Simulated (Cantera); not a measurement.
Charge: 1 mol Cu2O, 0.88 mol CH4, 5.7 mol H2, at 1475 K and 2.70 mbar.

Equilibrium computed with Cantera from the NASA thermochemical tables; the gas is ideal and each condensed phase is pure. Candidate condensed phases: C, C6H6, C7H8, C8H18, Cu, CuO, Cu(OH)2, Cu2O, H2O; 113 gas species. The numbers say what is thermodynamically allowed, not how fast it happens.

Base state: H2 0.879, CO 0.105, H2O 0.0137, Cu 0.00198, CO2 0.000657, H 0.000234 (mole fractions); condensed: Cu(l).

Task: What changes in the equilibrium state with this change: pressure from 2.70 mbar to 3.80 bar?

Result: 
```json
[
 {"species": "H2", "before": "0.879", "after": "0.880"},
 {"species": "CO", "before": "0.105", "after": "0.104"},
 {"species": "H2O", "before": "0.0137", "after": "0.0142"},
 {"species": "Cu", "before": "0.00198", "after": "1.41e-6"},
 {"species": "CH4", "before": "<1e-9", "after": "0.000436"},
 {"species": "H", "before": "0.000234", "after": "6.24e-6"},
 {"species": "Cu(l), mol", "before": "1.98", "after": "2.00"}
]
```
